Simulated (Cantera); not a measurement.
Charge: 1 mol Pb, 6.7 mol CO, 23 mol N₂, 0.11 mol H₂, equilibrated at 14000 Pa.

Method: chemical equilibrium by Gibbs-energy minimisation in Cantera with the NASA 1993 tables (ideal gas, pure condensed phases). Candidate condensed phases: C, C₆H₆, C₇H₈, C₈H₁₈, H₂O, Pb, PbO, PbO₂, Pb₃O₄; 139 gas species. Kinetics and transport are ignored.

Task: Which condensed phases are stable at each of these points (T (K)): 775, 850, 925, 1000, 1075, 1150, 1225, 1300, 1375, 1450, 1525?

Result: 
| T (K) | condensed phases | Pb condensed (%) |
|---|---|---|
| 775 | C(graphite) + Pb(l) | 100.0 |
| 850 | C(graphite) + Pb(l) | 100.0 |
| 925 | C(graphite) + Pb(l) | 99.9 |
| 1000 | C(graphite) + Pb(l) | 99.7 |
| 1075 | C(graphite) + Pb(l) | 98.4 |
| 1150 | C(graphite) + Pb(l) | 93.8 |
| 1225 | C(graphite) + Pb(l) | 80.0 |
| 1300 | C(graphite) + Pb(l) | 43.0 |
| 1375 | gas only | 0.0 |
| 1450 | gas only | 0.0 |
| 1525 | gas only | 0.0 |

From 775 K to 1300 K the condensed part is C(graphite) + Pb(l). From 1375 K to 1525 K nothing is condensed.
